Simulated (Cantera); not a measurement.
Gas mixture: C2H2 : N2 = 0.23 : 0.72 (molar parts), at 101000 Pa, frozen composition.

Cantera's kinetic-theory transport with the Lennard-Jones parameters of GRI-Mech 3.0, ideal gas; thermal conductivity in the multicomponent form. The composition is frozen, though it would react at the higher temperatures.

D: mixture-averaged diffusion coefficient of that species in the mixture.

```
T (K)  ρ (kg/m³)  cp (J/kg/K)  μ (µPa s)  λ (mW/m/K)     Pr  D (cm²/s) H2  D (cm²/s) H2O  D (cm²/s) CH4
-----  ---------  -----------  ---------  ----------  -----  ------------  -------------  -------------
400        0.839         1249       19.8        33.6  0.734          1.20          0.368          0.352
650        0.516         1360       28.0        51.9  0.735          2.71          0.912          0.818
900        0.373         1463          ?           ?  0.735             ?              ?              ?
1150       0.292         1544       41.1        86.3  0.736          7.00           2.51           2.14
1400       0.240         1606       46.8         102  0.736          9.70           3.51           2.98
1650       0.203         1654       52.1         117  0.736          12.7           4.65           3.91
1900       0.177         1690       57.1         131  0.736          16.1           5.90           4.95
2150       0.156         1719          ?           ?  0.736             ?              ?              ?
```

Q: Some entries are withheld; supply them.

A: 
- 900, μ (µPa s): 35.0
- 900, λ (mW/m/K): 69.6
- 900, D (cm²/s) H2: 4.66
- 900, D (cm²/s) H2O: 1.63
- 900, D (cm²/s) CH4: 1.42
- 2150, μ (µPa s): 61.9
- 2150, λ (mW/m/K): 144
- 2150, D (cm²/s) H2: 19.7
- 2150, D (cm²/s) H2O: 7.26
- 2150, D (cm²/s) CH4: 6.07
